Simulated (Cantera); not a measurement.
Input (Python, Cantera):

```python
import numpy as np
import cantera as ct

gas = ct.Solution("gri30.yaml")
gas.TPX = 2223, 310000, {'CH4': 1, 'H2O': 0.92}
reactor = ct.IdealGasConstPressureReactor(gas, energy="off", clone=False)
net = ct.ReactorNet([reactor])
net.rtol, net.atol = 1e-08, 1e-18
show = ['CH4', 'H2O', 'C2H4', 'CH2O', 'HCO', 'CH2CO', 'C2H6']
times = np.geomspace(0.0002, 40, 12)

steps = ct.SolutionArray(gas, extra=["t"])
rows = []
print(f"{'t/s':>10s}{'T/K':>9s}{'P/Pa':>11s}" + "".join(f"{s:>11s}" for s in show))
for t in times:
    while net.time < t:
        t_next = net.step()
        steps.append(gas.state, t=t_next)
    rows.append([np.interp(t, steps.t, y) for y in (steps.T, steps.P, *steps(*show).X.T)])
    print(f"{t:10.3e}{rows[-1][0]:9.1f}{rows[-1][1]:11.4g}" + "".join(f"{x:11.3e}" for x in rows[-1][2:]))
rate = np.gradient(steps.T, steps.t)
print("integrator steps:", len(steps.t))
if steps.T.max() > steps.T[0] + 200:
    print(f"time of steepest temperature rise: {steps.t[rate.argmax()]:.4e} s")
gas.TPX = 2223, 310000, {'CH4': 1, 'H2O': 0.92}
gas.equilibrate("TP")
print(f"equilibrium (TP): T = {gas.T:.1f} K  " + "  ".join(f"{s} {gas[s].X[0]:.3e}" for s in show))
```

Output:

```
       t/s      T/K       P/Pa        CH4        H2O       C2H4       CH2O        HCO      CH2CO       C2H6
 2.000e-04   2223.0    3.1e+05  1.886e-02  2.346e-01  5.955e-04  1.124e-05  4.973e-07  1.755e-04  1.060e-05
 6.067e-04   2223.0    3.1e+05  1.379e-02  1.590e-01  4.260e-04  4.800e-06  4.196e-07  8.647e-05  5.071e-06
 1.840e-03   2223.0    3.1e+05  8.588e-03  8.316e-02  2.516e-04  1.447e-06  4.258e-07  2.798e-05  1.785e-06
 5.582e-03   2223.0    3.1e+05  4.311e-03  3.228e-02  1.286e-04  4.193e-07  4.744e-07  6.426e-06  4.326e-07
 1.693e-02   2223.0    3.1e+05  1.928e-03  8.147e-03  6.950e-05  2.390e-07  5.127e-07  1.289e-06  9.043e-08
 5.136e-02   2223.0    3.1e+05  1.020e-03  6.745e-04  5.152e-05  2.231e-07  5.268e-07  3.479e-07  2.959e-08
 1.558e-01   2223.0    3.1e+05  9.192e-04  1.432e-05  4.999e-05  2.227e-07  5.281e-07  2.745e-07  2.516e-08
 4.725e-01   2223.0    3.1e+05  9.190e-04  1.342e-05  4.998e-05  2.227e-07  5.281e-07  2.744e-07  2.516e-08
 1.433e+00   2223.0    3.1e+05  9.190e-04  1.342e-05  4.998e-05  2.227e-07  5.281e-07  2.744e-07  2.516e-08
 4.347e+00   2223.0    3.1e+05  9.190e-04  1.342e-05  4.998e-05  2.227e-07  5.281e-07  2.744e-07  2.516e-08
 1.319e+01   2223.0    3.1e+05  9.190e-04  1.342e-05  4.998e-05  2.227e-07  5.281e-07  2.744e-07  2.516e-08
 4.000e+01   2223.0    3.1e+05  9.190e-04  1.342e-05  4.998e-05  2.227e-07  5.281e-07  2.744e-07  2.516e-08
integrator steps: 1748
equilibrium (TP): T = 2223.0 K  CH4 9.193e-04  H2O 1.358e-05  C2H4 4.998e-05  CH2O 2.227e-07  HCO 5.281e-07  CH2CO 2.745e-07  C2H6 2.517e-08
```

Detailed kinetics in Cantera: GRI-Mech 3.0 (53 species, 325 reactions).
